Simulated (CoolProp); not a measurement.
Computed with CoolProp (reference Helmholtz-energy equation of state, Thol 2016).

For hexamethyldisiloxane (MM), give the phase and the cv (kJ/(kg K)), speed of sound (m/s), Joule-Thomson coefficient (K/MPa), isothermal compressibility (1/MPa) at 284.85 °C and 1110 kPa; 284.85 °C and 2970 kPa; 284.85 °C and 4090 kPa.


- 284.85 °C and 1110 kPa: gas; cv 2.11, speed of sound 143, Joule-Thomson coefficient 8.92, isothermal compressibility 1.11
- 284.85 °C and 2970 kPa: supercritical; cv 2.20, speed of sound 93.2, Joule-Thomson coefficient 12.8, isothermal compressibility 0.778
- 284.85 °C and 4090 kPa: supercritical; cv 2.18, speed of sound 147, Joule-Thomson coefficient 3.83, isothermal compressibility 0.169
